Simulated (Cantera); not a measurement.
An isothermal, constant-pressure homogeneous reactor starts with CH4 : H2 = 1 : 15 (molar parts), at 1725 K and 0.000380 bar. Integrator tolerance rtol = 1e-08.

Detailed kinetics in Cantera: GRI-Mech 3.0 (53 species, 325 reactions). GRI-Mech 3.0 stops at C3 and has no aromatics, soot or wall deposition, so with more carbon than oxygen in the feed, carbon stays in small species such as C2H2 where larger ones or solid carbon would form. Radical loss at walls, strong at low pressure, is not modelled.

Problem. What does this change do: H2 15 to 2.4 parts?

Solution. 
```
quantity                                            before                                    after
-----------------  ---------------------------------------  ---------------------------------------
x(CH4) at 10.0 s    0.0209 (gas-phase equilibrium 6.33e-6)   0.0275 (gas-phase equilibrium 1.09e-5)
x(H2) at 10.0 s        0.957 (gas-phase equilibrium 0.961)      0.867 (gas-phase equilibrium 0.878)
x(C2H6) at 10.0 s   8.35e-7 (gas-phase equilibrium <1e-12)   1.47e-6 (gas-phase equilibrium <1e-12)
x(H) at 10.0 s     0.00210 (gas-phase equilibrium 0.00941)  0.00187 (gas-phase equilibrium 0.00899)
x(CH2) at 10.0 s   1.71e-6 (gas-phase equilibrium 1.29e-8)  2.01e-6 (gas-phase equilibrium 2.43e-8)
x(C2H) at 10.0 s   2.63e-7 (gas-phase equilibrium 1.80e-6)  1.38e-6 (gas-phase equilibrium 7.27e-6)
```
